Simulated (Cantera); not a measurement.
An adiabatic, constant-pressure homogeneous reactor starts with CH₃OH : O₂ : N₂ = 1 : 1.72 : 6.48 (molar parts), equivalence ratio 0.87, at 973 K and 10.0 bar.

Computed with Cantera and GRI-Mech 3.0 (53 species, 325 reactions). GRI-Mech 3.0 was tuned for natural gas; its chemistry of methanol as a main component is partial and can be far from experiment. Below about 1000 K GRI-Mech 3.0 lacks low-temperature oxidation paths.

x: mole fraction; the columns are a selection and need not sum to one.

```
t (s)     T (K)  x CH₃OH    x O₂     x CO₂  x C₂H₂  x CH₂CO    x CH₂O
--------  -----  -------  ------  --------  ------  -------  --------
2.00e-6     973    0.109   0.187    <1e-12  <1e-12   <1e-12  1.16e-11
5.46e-6     973    0.109   0.187  2.27e-12  <1e-12   <1e-12  3.44e-11
1.49e-5     973    0.109   0.187  6.20e-12  <1e-12   <1e-12  1.03e-10
4.07e-5     973    0.109   0.187  1.69e-11  <1e-12   <1e-12  3.08e-10
0.000111    973    0.109   0.187  4.62e-11  <1e-12   <1e-12  8.81e-10
0.000304    973    0.109   0.187  1.26e-10  <1e-12   <1e-12         ?
0.000829    973    0.109   0.187  3.45e-10  <1e-12   <1e-12         ?
0.00226     973    0.109   0.187  9.41e-10  <1e-12   <1e-12         ?
0.00618     973    0.109   0.187   2.57e-9  <1e-12   <1e-12         ?
0.0169      973    0.109   0.187   7.02e-9  <1e-12   <1e-12         ?
0.0461      973    0.109   0.187   1.92e-8  <1e-12   <1e-12         ?
0.126       973    0.109   0.187   6.44e-8  <1e-12   <1e-12         ?
0.344      2544   <1e-12  0.0226    0.0931  <1e-12   <1e-12  1.12e-10
0.939      2544   <1e-12  0.0226    0.0931  <1e-12   <1e-12  1.12e-10
2.56       2544   <1e-12  0.0226    0.0931  <1e-12   <1e-12  1.12e-10
7.00       2544   <1e-12  0.0226    0.0931  <1e-12   <1e-12  1.12e-10
```

Question: Fill in the missing entries.

Answer: 
- 0.000304, x CH₂O: 2.45e-9
- 0.000829, x CH₂O: 6.73e-9
- 0.00226, x CH₂O: 1.85e-8
- 0.00618, x CH₂O: 5.15e-8
- 0.0169, x CH₂O: 1.61e-7
- 0.0461, x CH₂O: 9.12e-7
- 0.126, x CH₂O: 4.30e-5
